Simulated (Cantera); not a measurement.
A Cantera script and its output.

```python
import numpy as np
import cantera as ct

gas = ct.Solution("h2o2.yaml")
gas.TPX = 1775, 100000, {'H2': 0.61, 'O2': 1.04, 'N2': 3.92, 'H2O': 0.15}
reactor = ct.IdealGasReactor(gas, energy="on", clone=False)
net = ct.ReactorNet([reactor])
net.rtol, net.atol = 1e-08, 1e-16
show = ['H2', 'O2', 'H2O', 'H', 'H2O2', 'OH', 'HO2']
times = np.geomspace(1e-05, 0.1, 14)

steps = ct.SolutionArray(gas, extra=["t"])
rows = []
print(f"{'t/s':>10s}{'T/K':>9s}{'P/Pa':>11s}" + "".join(f"{s:>11s}" for s in show))
for t in times:
    while net.time < t:
        t_next = net.step()
        steps.append(gas.state, t=t_next)
    rows.append([np.interp(t, steps.t, y) for y in (steps.T, steps.P, *steps(*show).X.T)])
    print(f"{t:10.3e}{rows[-1][0]:9.1f}{rows[-1][1]:11.4g}" + "".join(f"{x:11.3e}" for x in rows[-1][2:]))
rate = np.gradient(steps.T, steps.t)
print("integrator steps:", len(steps.t))
if steps.T.max() > steps.T[0] + 200:
    print(f"time of steepest temperature rise: {steps.t[rate.argmax()]:.4e} s")
gas.TPX = 1775, 100000, {'H2': 0.61, 'O2': 1.04, 'N2': 3.92, 'H2O': 0.15}
gas.equilibrate("UV")
print(f"equilibrium (UV): T = {gas.T:.1f} K  " + "  ".join(f"{s} {gas[s].X[0]:.3e}" for s in show))
```

Output:

```
       t/s      T/K       P/Pa         H2         O2        H2O          H       H2O2         OH        HO2
 1.000e-05   1844.4  1.035e+05  1.316e-02  1.223e-01  9.652e-02  2.960e-02  8.174e-07  1.784e-02  3.055e-05
 2.031e-05   2012.4  1.117e+05  1.052e-02  1.214e-01  1.042e-01  1.993e-02  4.838e-07  2.027e-02  2.261e-05
 4.125e-05   2209.2  1.212e+05  7.894e-03  1.230e-01  1.125e-01  1.067e-02  3.004e-07  2.154e-02  1.439e-05
 8.377e-05   2391.2  1.297e+05  4.752e-03  1.261e-01  1.213e-01  4.245e-03  2.401e-07  1.972e-02  1.013e-05
 1.701e-04   2503.6  1.348e+05  2.578e-03  1.289e-01  1.277e-01  1.551e-03  3.359e-07  1.598e-02  1.183e-05
 3.455e-04   2527.4  1.359e+05  2.115e-03  1.297e-01  1.291e-01  1.134e-03  4.037e-07  1.477e-02  1.309e-05
 7.017e-04   2527.9  1.359e+05  2.104e-03  1.297e-01  1.292e-01  1.125e-03  4.055e-07  1.474e-02  1.312e-05
 1.425e-03   2527.9  1.359e+05  2.104e-03  1.297e-01  1.292e-01  1.125e-03  4.055e-07  1.474e-02  1.312e-05
 2.894e-03   2527.9  1.359e+05  2.104e-03  1.297e-01  1.292e-01  1.125e-03  4.055e-07  1.474e-02  1.312e-05
 5.878e-03   2527.9  1.359e+05  2.104e-03  1.297e-01  1.292e-01  1.125e-03  4.055e-07  1.474e-02  1.312e-05
 1.194e-02   2527.9  1.359e+05  2.104e-03  1.297e-01  1.292e-01  1.125e-03  4.055e-07  1.474e-02  1.312e-05
 2.424e-02   2527.9  1.359e+05  2.104e-03  1.297e-01  1.292e-01  1.125e-03  4.055e-07  1.474e-02  1.312e-05
 4.924e-02   2527.9  1.359e+05  2.104e-03  1.297e-01  1.292e-01  1.125e-03  4.055e-07  1.474e-02  1.312e-05
 1.000e-01   2527.9  1.359e+05  2.104e-03  1.297e-01  1.292e-01  1.125e-03  4.055e-07  1.474e-02  1.312e-05
integrator steps: 992
time of steepest temperature rise: 8.8009e-06 s
equilibrium (UV): T = 2527.9 K  H2 2.104e-03  O2 1.297e-01  H2O 1.292e-01  H 1.125e-03  H2O2 4.055e-07  OH 1.474e-02  HO2 1.312e-05
```

Detailed kinetics in Cantera: the H2/O2 subset of GRI-Mech 3.0, which has no nitrogen chemistry.
